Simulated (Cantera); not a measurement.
Input: 1 mol Si2H6, 0.91 mol CO2, 35 mol N2, 0.48 mol O3, equilibrated at 1330 Pa.

These are equilibrium values from Cantera (NASA tables, ideal gas, pure condensed phases), not measurements of a reactor. Candidate condensed phases: C, C6H6, C7H8, C8H18, H2O, Si, SiC, SiO2, Si2N2O, Si3N4; 151 gas species. The feed counts by its element totals alone. Mutual solubility and eutectic melting of coexisting phases are not modelled. The tables hold silica as quartz up to 1696 K and as liquid above; real silica turns to tridymite and cristobalite and melts near 1996 K. The numbers say what is thermodynamically allowed, not how fast it happens.

x: gas mole fraction; n: condensed amount in mol.

| T (K) | x N2 | x H2 | x SiO | x CO | x H | n SiO2(β-quartz) | n Si2N2O(s) | n SiO2(condensed) |
|---|---|---|---|---|---|---|---|---|
| 1500 | 0.897 | 0.0781 | 0.000730 | 0.0237 | 4.26e-5 | 0.890 | 0.541 | 0 |
| 1525 | 0.897 | 0.0780 | 0.00141 | 0.0237 | 5.72e-5 | 0.882 | 0.532 | 0 |
| 1550 | 0.896 | 0.0779 | 0.00267 | 0.0236 | 7.61e-5 | 0.865 | 0.516 | 0 |
| 1575 | 0.894 | 0.0776 | 0.00494 | 0.0236 | 0.000100 | 0.836 | 0.487 | 0 |
| 1600 | 0.890 | 0.0772 | 0.00898 | 0.0234 | 0.000131 | 0.783 | ___ | 0 |
| 1625 | 0.884 | 0.0764 | 0.0160 | 0.0232 | 0.000169 | 0.690 | ___ | 0 |
| 1650 | 0.874 | 0.0751 | 0.0282 | 0.0228 | 0.000216 | 0.525 | ___ | 0 |
| 1675 | 0.863 | 0.0738 | 0.0407 | 0.0224 | 0.000273 | 0.349 | 0 | 0 |
| 1700 | 0.863 | 0.0737 | 0.0407 | 0.0224 | 0.000347 | 0 | 0 | 0.348 |
| 1725 | 0.863 | 0.0737 | 0.0407 | 0.0224 | 0.000437 | 0 | 0 | 0.347 |
| 1750 | 0.863 | 0.0736 | 0.0408 | 0.0224 | 0.000546 | 0 | 0 | 0.345 |
| 1775 | 0.862 | 0.0734 | 0.0409 | 0.0224 | 0.000679 | 0 | 0 | 0.342 |
| 1800 | 0.862 | 0.0732 | 0.0410 | 0.0224 | 0.000839 | 0 | 0 | 0.337 |

Problem. Fill in the missing entries.

Solution. 
- 1600, n Si2N2O(s): 0.434
- 1625, n Si2N2O(s): 0.341
- 1650, n Si2N2O(s): 0.176
